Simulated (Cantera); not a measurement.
## Thermodynamics of chemical vapour transport, feed Fe₂O₃ + H₂O

Charge: 1 mol Fe₂O₃, 0.18 mol H₂O, held at 6.00 bar.

Equilibrium computed with Cantera from the NASA thermochemical tables; the gas is ideal and each condensed phase is pure. Candidate condensed phases: Fe, FeO, Fe(OH)₂, Fe(OH)₃, Fe₂O₃, Fe₃O₄, H₂O; 12 gas species. Mutual solubility and eutectic melting of coexisting phases are not modelled. Equilibrium is a limit: real reactors are often held back by kinetics, nucleation or transport.

From 725 K to 1400 K the condensed part is Fe₂O₃(s). From 1475 K to 1550 K the condensed part is Fe₂O₃(s) + Fe₃O₄(s).

```
T (K)  x H₂O      x O₂      x OH      x H₂  x Fe(OH)₂       x O  n Fe₂O₃(s)  n Fe₃O₄(s)
-----  -----  --------  --------  --------  ---------  --------  ----------  ----------
725     1.00  3.89e-11    <1e-12  7.38e-11     <1e-12    <1e-12        1.00           0
800     1.00  4.81e-10  1.22e-11  9.64e-10     <1e-12    <1e-12        1.00           0
875     1.00   3.99e-9  1.67e-10   8.05e-9     <1e-12    <1e-12        1.00           0
950     1.00   2.38e-8   1.52e-9   4.83e-8   1.07e-11    <1e-12        1.00           0
1025    1.00   1.09e-7   1.00e-8   2.23e-7   1.36e-10    <1e-12        1.00           0
1100   1.000   4.08e-7   5.13e-8   8.42e-7    1.22e-9    <1e-12        1.00           0
1175   1.000   1.29e-6   2.13e-7   2.68e-6    8.28e-9  6.77e-12        1.00           0
1250   1.000   3.56e-6   7.45e-7   7.47e-6    4.44e-8  5.33e-11        1.00           0
1325   1.000   8.74e-6   2.26e-6   1.85e-5    1.96e-7  3.33e-10        1.00           0
1400   1.000   6.09e-5   8.12e-6   2.36e-5    5.55e-7   3.02e-9       1.000           0
1475   0.999  0.000469   2.75e-5   2.54e-5    1.31e-6   2.54e-8       1.000    0.000334
1550   0.997   0.00296   8.28e-5   2.71e-5    2.83e-6   1.74e-7       0.997     0.00214
```
x: gas mole fraction; n: condensed amount in mol.
